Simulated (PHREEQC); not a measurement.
Make-up at 6 °C: 0.027 mol/kgw H2SO4, 0.0012 mol/kgw Al2(SO4)3 and 6.7e-05 mol/kgw MgSO4. Closed to the air; pH follows from the charge balance.

Model: ion-association model, wateq4f.dat, run in PHREEQC.

This is a speciation only: nothing precipitates in the calculation.

Question: Order these Al species by the share of Al that they hold, largest first: Al(SO4)2-, AlHSO4+2, Al+3, AlSO4+.

Answer: AlSO4+ (71 %), Al+3 (17 %), Al(SO4)2- (12 %), AlHSO4+2 (0.33 %)

The pH is 1.49 and the ionic strength 0.0555 mol/kgw. At this temperature some constants are extrapolated from 25 °C, and those without enthalpy data are left unchanged.
